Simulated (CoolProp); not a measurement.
R22 along the isotherm 422.8 K: Z from the reference equation and from simpler models built on Tc = 369.3 K, pc = 4.990 MPa, ω = 0.221; each cubic takes its own stable root.

Computed with CoolProp (reference Helmholtz-energy equation of state, Kamei 1995).

```csv
p (MPa),phase,reference,Soave-Redlich-Kwong,Peng-Robinson
0.158,gas,0.9932,0.9932,0.9922
0.324,gas,0.9860,0.9860,0.9839
0.665,gas,0.9709,0.9711,0.9668
1.37,gas,0.9390,0.9398,0.9310
2.81,gas,0.8697,0.8731,0.8560
5.76,supercritical,0.7094,0.7253,0.6955
11.8,supercritical,0.4693,0.5423,0.5047
24.3,supercritical,0.6579,0.7318,0.6666
49.9,supercritical,1.135,1.206,1.092
```
